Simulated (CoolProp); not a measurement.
n-butane along the isobar 12000 kPa: fugacity coefficient from the reference equation and from simpler models built on Tc = 152.0 °C, pc = 3796 kPa, ω = 0.201; each cubic takes its own stable root.

Computed with CoolProp (reference Helmholtz-energy equation of state, Bücker 2006).

```json
[
 {"T (°C)": "-98.25", "phase": "liquid", "reference": "3.278e-5"},
 {"T (°C)": "-55.55", "phase": "liquid", "reference": "0.0009950"},
 {"T (°C)": "-12.75", "phase": "liquid", "reference": "0.008417"},
 {"T (°C)": "29.95", "phase": "liquid", "reference": "0.03477"},
 {"T (°C)": "72.75", "phase": "liquid", "reference": "0.09333"},
 {"T (°C)": "115.45", "phase": "liquid", "reference": "0.1883"},
 {"T (°C)": "158.15", "phase": "supercritical", "reference": "0.3122"},
 {"T (°C)": "200.95", "phase": "supercritical", "reference": "0.4480"}
]
```

**Question.** How far does each simpler model (van der Waals, Redlich-Kwong, Soave-Redlich-Kwong, Peng-Robinson) lie from the reference over these 8 states: mean and median of the absolute difference, and the worst?

**Answer.** 
- van der Waals: mean 2753.1 %, median 174.7 %, worst +18594.3 % at -98.25 °C and 12000 kPa
- Redlich-Kwong: mean 40.6 %, median 32.6 %, worst +94.9 % at -98.25 °C and 12000 kPa
- Soave-Redlich-Kwong: mean 3.8 %, median 4.7 %, worst +6.2 % at 115.45 °C and 12000 kPa
- Peng-Robinson: mean 2.5 %, median 2.0 %, worst +8.3 % at -98.25 °C and 12000 kPa
